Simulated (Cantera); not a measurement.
Input: 1 mol SiO2, 1.8 mol CH4, 0.64 mol H2, at 2298.15 K and 15.0 Pa.

Equilibrium computed with Cantera from the NASA thermochemical tables; the gas is ideal and each condensed phase is pure. Candidate condensed phases: C, C6H6, C7H8, C8H18, H2O, Si, SiC, SiO2; 123 gas species. Equilibrium is a limit: real reactors are often held back by kinetics, nucleation or transport.

Base state: H 0.410, H2 0.274, CO 0.203, Si 0.0901, SiO 0.0226, SiH 0.000213, Si2 2.55e-5, Si2C 1.18e-5 (mole fractions); condensed: gas only.

Question: What changes in the equilibrium state with this change: CH4 from 1.8 to 5.8 mol?

Answer: 
| species | before | after |
|---|---|---|
| H | 0.410 | 0.477 |
| H2 | 0.274 | 0.371 |
| CO | 0.203 | 0.0999 |
| SiO | 0.0226 | 8.42e-5 |
| Si | 0.0901 | 0.0434 |
| C3 | <1e-9 | 0.000108 |
| C2H2 (acetylene) | 2.90e-7 | 0.00159 |
| C2H | 1.95e-8 | 9.18e-5 |
| SiC2 | 3.05e-6 | 0.00596 |
| C(graphite), mol | 0 | 3.48 |

Question: What changes in the equilibrium state with this change: temperature from 2298.15 K to 1073 K?

Answer: 
```csv
species,before,after
H2,0.274,0.990
CO,0.203,0.01000
SiO,0.0226,1.58e-6
H,0.410,1.14e-6
Si,0.0901,<1e-9
SiH,0.000213,<1e-9
Si2,2.55e-5,<1e-9
"C(graphite), mol",0,1.74
"SiC(s), mol",0,0.0214
"SiO2(β-quartz), mol",0,0.979
```
Mutual solubility and eutectic melting of coexisting phases are not modelled.
